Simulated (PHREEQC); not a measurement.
A solution holds 0.036 mol HF, 0.0005 mol NaF, 0.0016 mol (NH4)2SiF6 and 0.054 mol H2SO4 per kg of water, at 25 °C. It is in equilibrium with CO2 at log p = -3.4 (atm). Otherwise closed; pH follows from the charge balance.

Model: ion-association model, wateq4f.dat, run in PHREEQC.

| quantity | before | after |
|---|---|---|
| pH | 1.24 | 1.25 |
| ionic strength (mol/kgw) | 0.0881 | 0.0858 |
| HF (mol/kgw) | 0.0308 | 0.00462 |
| SO4-2 (mol/kgw) | 0.0144 | 0.0146 |
| H2F2 (mol/kgw) | 0.00253 | 5.68e-5 |
| F- (mol/kgw) | 0.000478 | 7.31e-5 |
| SI of Quartz (SiO2) | -3.83 | +0.85 |

Q: Name the change that produced these shifts.
(A) HF from 0.036 to 0.072 mol/kgw
(B) HF left out
(C) temperature from 25 to 50 °C
(D) 0.011 mol/kgw HBr added
(E) NaF replaced by NaHS at the same molality

A: B, HF left out

Precipitation was switched off in this run. Some of these states are supersaturated (in Quartz (slow to form), Chalcedony (slow to form), for instance). wateq4f.dat counts part of the HF as a dimer, H2F2, which phreeqc.dat doesn't know; its constant is uncertain. SiF6-2 is the database's only silicon fluoride.
